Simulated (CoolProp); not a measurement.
Vapour-liquid equilibrium of R113 (1) + acetone (2) at 0.081 MPa; x and y are mole fractions of (1).

Computed with CoolProp (multi-fluid Helmholtz-energy mixture model, Marx 1992 and Lemmon 2006; pair parameters Bell 2016).

```tsv
x	bubble temperature (K)	y at the bubble point	dew temperature at overall composition x (K)	liquid density (mol/L)
0.05	320.1	0.134	321.8	12.69
0.125	317.1	0.276	320.3	12.20
0.2	315.0	0.373	(withheld)	11.73
0.275	313.5	0.444	317.1	11.29
0.35	312.5	0.499	315.5	10.87
0.425	311.8	0.545	313.9	10.47
0.5	311.3	0.584	312.5	10.10
0.575	311.0	(withheld)	311.4	9.753
0.65	310.9	0.661	310.9	9.428
0.725	310.9	(withheld)	311.0	9.123
0.8	311.2	0.755	311.5	8.836
0.875	311.8	0.821	312.4	8.565
0.95	312.9	0.914	313.4	(withheld)
```

Q: What belongs in the gaps?

A: 
- 0.2, dew temperature at overall composition x (K): 318.7
- 0.575, y at the bubble point: 0.622
- 0.725, y at the bubble point: 0.704
- 0.95, liquid density (mol/L): 8.305

y crosses x between x = 0.65 and 0.725: the model has an azeotrope there.

The pair parameters rest on a limited set of measurements; away from them the model extrapolates.
